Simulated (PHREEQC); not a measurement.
Solution (60 °C): 1.7 mol/kgw KCl and 0.0019 mol/kgw Na2B4O7. It is in equilibrium with CO2 at log p = -1 (atm). Otherwise closed; pH follows from the charge balance.

The numbers come from PHREEQC with the Pitzer model, pitzer.dat.

Problem. The ionic strength comes out as 1.70 mol/kgw. What activity coefficients do Na+, Cl-, CO3-2, B(OH)4-, K+ get?

Solution. Na+ 0.64, Cl- 0.58, CO3-2 0.091, B(OH)4- 0.39, K+ 0.58. Single-ion values are on the MacInnes scale.

No solid was allowed to form. Species that the database lacks are ignored. In brines, pH and single-ion activities rest on the MacInnes convention. Constants without temperature data keep their 25 °C values here.
